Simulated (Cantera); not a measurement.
An isothermal, constant-pressure homogeneous reactor starts with 1.04 % C3H8, 97.6 % H2, 1.35 % H2O, at 1400 K and 0.233 Torr.

Cantera simulation using GRI-Mech 3.0 (53 species, 325 reactions); the numbers are that mechanism's predictions, not measurements. GRI-Mech 3.0 was tuned for natural gas; its chemistry of propane as a main component is partial and can be far from experiment. GRI-Mech 3.0 stops at C3 and has no aromatics, soot or wall deposition, so with more carbon than oxygen in the feed, carbon stays in small species such as C2H2 where larger ones or solid carbon would form. Radical loss at walls, strong at low pressure, is not modelled.

x: mole fraction; the columns are a selection and need not sum to one.

```json
[
 {"t (s)": "0.000300", "x C3H8": "0.0104", "x H2": "0.976", "x C2H": "<1e-12", "x CH2": "1.02e-12", "x CH3": "1.69e-5", "x C2H4": "1.02e-6"},
 {"t (s)": "0.00115", "x C3H8": "0.0103", "x H2": "0.976", "x C2H": "<1e-12", "x CH2": "8.91e-11", "x CH3": "6.11e-5", "x C2H4": "1.48e-5"},
 {"t (s)": "0.00438", "x C3H8": "0.0100", "x H2": "0.976", "x C2H": "<1e-12", "x CH2": "(withheld)", "x CH3": "0.000248", "x C2H4": "0.000200"},
 {"t (s)": "0.0168", "x C3H8": "0.00799", "x H2": "0.973", "x C2H": "4.87e-12", "x CH2": "(withheld)", "x CH3": "0.000992", "x C2H4": "0.00195"},
 {"t (s)": "0.0641", "x C3H8": "0.000577", "x H2": "0.964", "x C2H": "1.70e-9", "x CH2": "(withheld)", "x CH3": "0.000809", "x C2H4": "0.00794"},
 {"t (s)": "0.245", "x C3H8": "1.86e-8", "x H2": "0.964", "x C2H": "4.99e-9", "x CH2": "(withheld)", "x CH3": "0.000317", "x C2H4": "0.00536"},
 {"t (s)": "0.936", "x C3H8": "1.73e-11", "x H2": "0.965", "x C2H": "4.16e-9", "x CH2": "(withheld)", "x CH3": "0.000151", "x C2H4": "0.00245"},
 {"t (s)": "3.58", "x C3H8": "5.82e-12", "x H2": "0.965", "x C2H": "3.15e-9", "x CH2": "(withheld)", "x CH3": "8.91e-5", "x C2H4": "0.000539"},
 {"t (s)": "13.7", "x C3H8": "3.73e-12", "x H2": "0.965", "x C2H": "2.79e-9", "x CH2": "(withheld)", "x CH3": "7.39e-5", "x C2H4": "1.89e-5"},
 {"t (s)": "52.3", "x C3H8": "2.75e-12", "x H2": "0.965", "x C2H": "2.52e-9", "x CH2": "(withheld)", "x CH3": "6.46e-5", "x C2H4": "1.00e-5"},
 {"t (s)": "200", "x C3H8": "1.51e-12", "x H2": "0.966", "x C2H": "2.12e-9", "x CH2": "(withheld)", "x CH3": "5.01e-5", "x C2H4": "8.29e-6"}
]
```

### Question
Some entries are withheld; supply them.

### Answer

- 0.00438, x CH2: 7.67e-9
- 0.0168, x CH2: 2.95e-7
- 0.0641, x CH2: 9.55e-7
- 0.245, x CH2: 2.52e-7
- 0.936, x CH2: 6.26e-8
- 3.58, x CH2: 2.26e-8
- 13.7, x CH2: 1.57e-8
- 52.3, x CH2: 1.23e-8
- 200, x CH2: 7.90e-9
